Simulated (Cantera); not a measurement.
Charge: 1 mol Pb, 3.8 mol CO, 21 mol N2, 8.6 mol H2, held at 1050 K and 1.40 bar.

These are equilibrium values from Cantera (NASA tables, ideal gas, pure condensed phases), not measurements of a reactor. Candidate condensed phases: C, C6H6, C7H8, C8H18, H2O, Pb, PbO, PbO2, Pb3O4; 139 gas species. Kinetics and transport are ignored.

Base state: N2 0.638, H2 0.245, CO 0.103, H2O 0.00640, CH4 0.00481, CO2 0.00316, NH3 5.75e-5, Pb 3.32e-5 (mole fractions); condensed: C(graphite) + Pb(l).

Q: What changes in the equilibrium state with this change: N2 from 21 to 0.59 mol?

A: 
| species | before | after |
|---|---|---|
| H2 | 0.245 | 0.620 |
| CO | 0.103 | 0.244 |
| N2 | 0.638 | 0.0493 |
| CH4 | 0.00481 | 0.0308 |
| H2O | 0.00640 | 0.0384 |
| CO2 | 0.00316 | 0.0178 |
| Pb | 3.32e-5 | 3.32e-5 |
| NH3 | 5.75e-5 | 6.43e-5 |
| C(graphite), mol | 0.156 | 0.304 |
| Pb(l), mol | 0.999 | 1.000 |
